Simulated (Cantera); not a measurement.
Input: 1 mol Si2Cl6, 4.5 mol HCl, a varied amount of H2, equilibrated at 1575 K and 1.00 bar.

Method: chemical equilibrium by Gibbs-energy minimisation in Cantera with the NASA 1993 tables (ideal gas, pure condensed phases). Candidate condensed phases: Si; 19 gas species. The feed counts by its element totals alone. Kinetics and transport are ignored.

Question: What share of the Si ends up in condensed phases as a function of n(H2) (mol), at 27, 36, 48, 63, 84, 110, 150, 200, 260, 350, 460, 610?

Answer: 
| n(H2) (mol) | Si condensed (%) | as |
|---|---|---|
| 27 | 0.0 | - |
| 36 | 0.0 | - |
| 48 | 0.0 | - |
| 63 | 0.0 | - |
| 84 | 2.8 | Si(s) |
| 110 | 14.3 | Si(s) |
| 150 | 27.5 | Si(s) |
| 200 | 39.1 | Si(s) |
| 260 | 48.9 | Si(s) |
| 350 | 58.8 | Si(s) |
| 460 | 66.6 | Si(s) |
| 610 | 73.4 | Si(s) |
